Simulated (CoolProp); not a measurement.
Vapour-liquid equilibrium of cyclohexane (1) + o-xylene (2) at 391.3 K; x and y are mole fractions of (1).

The numbers come from the multi-fluid Helmholtz-energy mixture model, Zhou 2014 and Zhou 2012; pair parameters Bell 2016 in CoolProp.

| x | bubble pressure, mixture model (bar) | bubble pressure, Raoult's law (bar) | y, mixture model | y, Raoult's law |
|---|---|---|---|---|
| 0.05 | 0.6378 | 0.5930 | 0.279 | 0.233 |
| 0.2 | 1.073 | 0.9350 | 0.627 | 0.590 |
| 0.35 | 1.448 | 1.277 | 0.765 | 0.756 |
| 0.5 | 1.775 | 1.619 | 0.843 | 0.852 |
| 0.65 | 2.072 | 1.961 | 0.897 | 0.914 |
| 0.8 | 2.359 | 2.303 | 0.942 | 0.958 |
| 0.95 | 2.655 | 2.645 | 0.985 | 0.991 |

The largest gap from Raoult's law is +14.8 % in bubble pressure, at x = 0.2. No azeotrope shows between x = 0.05 and 0.95.

Pair parameters are fitted to limited data, so mixtures are less certain than the pure fluids.
